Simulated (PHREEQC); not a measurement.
Consider water at 20 °C with 0.5 mol/kgw CuCl2. Closed to the air; pH follows from the charge balance.

All values are PHREEQC results (ion-association model, phreeqc.dat), not measurements.

| Quantity | Value |
|---|---|
| pH | 4.11 |
| ionic strength | 1.20 mol/kgw |
| activity of water | 0.977 |
| density | 1.057 g/cm³ |

```csv
species,molality,activity,log γ
Cl-,0.843,0.508,-0.220
Cu+2,0.358,0.0709,-0.703
CuCl+,0.128,0.0755,-0.227
CuCl2,0.0148,0.0195,0.120
H+,0.000105,7.77e-5,-0.131
CuCl3-,5.42e-5,3.21e-5,-0.227
Cu2(OH)2+2,4.48e-5,2.10e-5,-0.329
CuOH+,1.51e-5,8.92e-6,-0.227
CuCl4-2,4.50e-7,7.25e-8,-0.793
Cu(OH)2,1.78e-7,2.34e-7,0.120
```

No solid was allowed to form. Ionic strength above about 0.7 mol/kgw puts this run outside the model's range. Complexes and solids missing from the database can't appear.
